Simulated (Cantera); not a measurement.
What does this Cantera script print?

```python
import numpy as np
import cantera as ct

gas_names = [...]  # 109 gases of nasa_gas.yaml made of C, Cl, H, Si
cond_names = """
    C(gr) C6H6(L) C7H8(L) C8H18(L),n-octa Si(cr) Si(L) SiC(b)
""".split()


# ... load() reads the species with a 1 bar reference pressure and builds the phases ...
atoms = {
    'SiH2Cl2': {'Si': 1, 'H': 2, 'CL': 2},
    'C3H8': {'C': 3, 'H': 8},
    'H2': {'H': 2},
}
top_T = {'C(gr)': 4500, 'SiC(b)': 3050}  # K; cautious upper limits of use, not melting points


# ... equilibrate(T, P, feed) seeds the gas with the atoms and calls Mixture.equilibrate('TP', solver="vcs", rtol=1e-11, max_steps=5000) ...
results = []
T = 1948.15  # K
P = 2800  # Pa
for m in [1.5, 2.5, 4.3, 7.1, 12, 20, 34, 56, 94]:
    feed = {'SiH2Cl2': 1, 'C3H8': 0.16, 'H2': m}  # mol
    mix = equilibrate(T, P, feed)
    results.append((T, P, feed, dict(zip(mix.species_names, mix.species_moles))))

top = {s: max(r[3][s] / sum(r[3][g] for g in gas_names) for r in results) for s in gas_names}
cols = sorted((s for s in top if top[s] > 1e-05), key=lambda s: -top[s])[:6]
seen = [c for c in cond_names if any(r[3].get(c, 0) > 1e-12 for r in results)]
print("log10 of partial pressures in bar; condensed amounts in mol")
print(f"{'n(H2)':>10s}" + "".join(f"{s[:9]:>10s}" for s in cols + seen))
for T, P, feed, n in results:
    ng = sum(n[g] for g in gas_names)
    print(f"{feed['H2']:10.4g}" + "".join(f"{np.log10(max(n[s] / ng * P / 1e5, 1e-99)):10.3f}" for s in cols)
          + "".join(f"{n.get(c, 0):10.4g}" for c in seen))
```

Output:

```
log10 of partial pressures in bar; condensed amounts in mol
     n(H2)        H2       HCL     SiCL2         H     SiCL3        CL     Si(L)    SiC(b)
       1.5    -1.748    -2.191    -2.466    -3.820    -4.341    -4.389         0    0.4799
       2.5    -1.704    -2.283    -2.562    -3.798    -4.549    -4.502         0    0.4799
       4.3    -1.663    -2.391    -2.713    -3.778    -4.830    -4.631   0.02069    0.4799
       7.1    -1.633    -2.483    -2.926    -3.763    -5.149    -4.738   0.08616    0.4798
        12    -1.608    -2.604    -3.193    -3.751    -5.550    -4.871    0.1591    0.4797
        20    -1.591    -2.745    -3.493    -3.742    -6.000    -5.021    0.2266    0.4795
        34    -1.578    -2.914    -3.843    -3.736    -6.524    -5.196    0.2835    0.4792
        56    -1.570    -3.088    -4.200    -3.732    -7.061    -5.375    0.3162    0.4788
        94    -1.565    -3.283    -4.596    -3.729    -7.654    -5.573    0.3205     0.478
```

These are equilibrium values from Cantera (NASA tables, ideal gas, pure condensed phases), not measurements of a reactor. Mutual solubility and eutectic melting of coexisting phases are not modelled. The tables' values for SiCl3, SiCl are old estimates; treat these amounts as uncertain. Gases not in the tables: Si2H6 and higher silanes.
